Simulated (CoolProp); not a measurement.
Vapour-liquid equilibrium of carbon dioxide (1) + 1-butene (2) at 221.9 K; x and y are mole fractions of (1).

Computed with CoolProp (multi-fluid Helmholtz-energy mixture model, Span 1996 and Lemmon 2005; pair parameters Bell 2016).

Q: Give the bubble pressure and the first vapour's composition at x = 0.05, 0.65, 0.75. Is there an azeotrope?

A: x = 0.05: 0.05731 MPa, y = 0.805; x = 0.65: 0.4806 MPa, y = 0.986; x = 0.75: 0.5201 MPa, y = 0.989. No azeotrope shows between x = 0.05 and 0.95.

Pair parameters are fitted to limited data, so mixtures are less certain than the pure fluids.
